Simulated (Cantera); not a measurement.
## Gas-phase reforming

An isothermal, constant-pressure homogeneous reactor starts with 57.8 % CH4, 42.2 % H2O, at 1925 K and 668 Torr.

Detailed kinetics in Cantera: GRI-Mech 3.0 (53 species, 325 reactions). GRI-Mech 3.0 stops at C3 and has no aromatics, soot or wall deposition, so with more carbon than oxygen in the feed, carbon stays in small species such as C2H2 where larger ones or solid carbon would form.

| t (s) | x CH4 | x H2O | x C2H6 | x O | x HO2 |
|---|---|---|---|---|---|
| 2.00e-6 | 0.576 | 0.422 | 6.16e-6 | 4.49e-10 | <1e-12 |
| 1.20e-5 | 0.566 | 0.420 | 0.000645 | 9.10e-9 | 1.08e-12 |
| 7.19e-5 | 0.431 | 0.393 | 0.00331 | 3.48e-8 | 7.36e-12 |
| 0.000431 | 0.168 | 0.309 | 0.000400 | 1.33e-8 | 5.33e-12 |
| 0.00258 | 0.0433 | 0.251 | 2.83e-5 | 1.02e-8 | 4.84e-12 |
| 0.0155 | 0.0194 | 0.161 | 5.33e-6 | 7.60e-9 | 2.03e-12 |
| 0.0928 | 0.00921 | 0.0491 | 1.04e-6 | 2.77e-9 | <1e-12 |
| 0.557 | 0.00313 | 0.00202 | 1.48e-7 | 1.28e-10 | <1e-12 |
| 3.34 | 0.00270 | 2.11e-6 | 1.20e-7 | <1e-12 | <1e-12 |
| 20.0 | 0.00270 | 2.11e-6 | 1.20e-7 | <1e-12 | <1e-12 |
x: mole fraction; the columns are a selection and need not sum to one.

Equilibrium at this temperature and pressure: CH4 0.00270, H2O 2.12e-6, C2H6 1.20e-7, O <1e-12, HO2 <1e-12 (gas phase only).
